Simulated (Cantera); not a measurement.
Feed: 1 mol AlCl3, 0.72 mol HCl, 130 mol N2, at 1302 °C and 1.00 Torr.

Cantera equilibrium calculation (NASA polynomials, part measured and part estimated; ideal gas, pure solids and liquids). Candidate condensed phases: Al, AlCl3, AlN, NH4Cl; 20 gas species. The tables' values for AlCl2 are old estimates; treat these amounts as uncertain. Rates play no part.

Base state: N2 0.986, AlCl3 0.00666, HCl 0.00543, Cl 0.00128, AlCl2 0.000601, AlCl 0.000323, H2 1.47e-5 (mole fractions); condensed: gas only.

Q: What changes in the equilibrium state with this change: pressure from 1.00 Torr to 10.0 Torr?

A: 
```tsv
species	before	after
N2	0.986	0.987
AlCl3	0.00666	0.00731
HCl	0.00543	0.00543
Cl	0.00128	0.000361
AlCl	0.000323	4.46e-5
AlCl2	0.000601	0.000234
```
